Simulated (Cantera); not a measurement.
A closed system holds: 1 mol Si₂H₆, 4.2 mol H₂O, 120 mol N₂, at 1823 K and 13.3 mbar.

Equilibrium computed with Cantera from the NASA thermochemical tables; the gas is ideal and each condensed phase is pure. Candidate condensed phases: H₂O, Si, SiO₂, Si₂N₂O, Si₃N₄; 35 gas species. The feed counts by its element totals alone. The tables hold silica as quartz up to 1696 K and as liquid above; real silica turns to tridymite and cristobalite and melts near 1996 K. Kinetics and transport are ignored.

Base state: N₂ 0.940, H₂ 0.0515, H₂O 0.00450, SiO 0.00293, H 0.000851 (mole fractions); condensed: SiO₂(condensed).

### Question
What changes in the equilibrium state with this change: Si₂H₆ replaced by SiH₄?

### Answer
```tsv
species	before	after
N₂	0.940	0.950
H₂	0.0515	0.0309
H₂O	0.00450	0.0178
SiO	0.00293	0.000444
OH	5.17e-6	2.65e-5
H	0.000851	0.000660
SiO₂(condensed), mol	1.63	0.944
```

### Question
What changes in the equilibrium state with this change: H₂O from 4.2 to 1.3 mol?

### Answer
| species | before | after |
|---|---|---|
| N₂ | 0.940 | 0.955 |
| H₂ | 0.0515 | 0.0339 |
| SiO | 0.00293 | 0.0103 |
| H₂O | 0.00450 | 5.36e-9 |
| Si | <1e-9 | 0.000332 |
| Si₂N | <1e-9 | 2.43e-5 |
| SiN | <1e-9 | 1.55e-5 |
| H | 0.000851 | 0.000690 |
| SiO₂(condensed), mol | 1.63 | 0 |
| Si(l), mol | 0 | 0.648 |
The tables' values for SiN are old estimates; treat these amounts as uncertain.

### Question
What changes in the equilibrium state with this change: H₂O from 4.2 to 6.2 mol?

### Answer
```tsv
species	before	after
N₂	0.940	0.928
H₂	0.0515	0.0529
H₂O	0.00450	0.0177
SiO	0.00293	0.000764
OH	5.17e-6	2.01e-5
H	0.000851	0.000863
SiO₂(condensed), mol	1.63	1.90
```
